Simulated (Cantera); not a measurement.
Input: 1 mol B, 3.8 mol NH3, at 900 K and 0.000990 bar.

Equilibrium computed with Cantera from the NASA thermochemical tables; the gas is ideal and each condensed phase is pure. Candidate condensed phases: B, BN; 15 gas species. The numbers say what is thermodynamically allowed, not how fast it happens.

Base state: H2 0.803, N2 0.197 (mole fractions); condensed: BN(s).

**Question.** What changes in the equilibrium state with this change: B replaced by BCl3?

**Answer.** 
```csv
species,before,after
H2,0.803,0.488
HCl,0,0.349
N2,0.197,0.163
"BN(s), mol",1.00,1.000
```
Further candidate phases: NH4Cl.

**Question.** What changes in the equilibrium state with this change: temperature from 900 K to 1648 K?

**Answer.** 
```
species      before    after
----------  -------  -------
H2            0.803    0.801
N2            0.197    0.197
H           3.33e-9  0.00253
BN(s), mol     1.00    1.000
```
